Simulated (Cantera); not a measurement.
An isothermal, constant-pressure homogeneous reactor starts with CH4 : CO2 = 1 : 0.52 (molar parts), at 1350 K and 0.890 bar.

Detailed kinetics in Cantera: GRI-Mech 3.0 (53 species, 325 reactions). GRI-Mech 3.0 stops at C3 and has no aromatics, soot or wall deposition, so with more carbon than oxygen in the feed, carbon stays in small species such as C2H2 where larger ones or solid carbon would form.

### Question
Predict: x(CH4) at 200 s; x(CO2) at 200 s; x(CH2CO) at 200 s; x(C2H4) at 200 s; x(CO) at 200 s; x(CH2O) at 200 s.

### Answer
| Item | Result |
|---|---|
| x(CH4) at 200 s | 0.191 (gas-phase equilibrium 0.145) |
| x(CO2) at 200 s | 0.0493 (gas-phase equilibrium 2.73e-6) |
| x(CH2CO) at 200 s | 5.74e-6 (gas-phase equilibrium 6.37e-7) |
| x(C2H4) at 200 s | 0.0259 (gas-phase equilibrium 0.00685) |
| x(CO) at 200 s | 0.264 (gas-phase equilibrium 0.394) |
| x(CH2O) at 200 s | 9.33e-8 (gas-phase equilibrium 7.14e-8) |
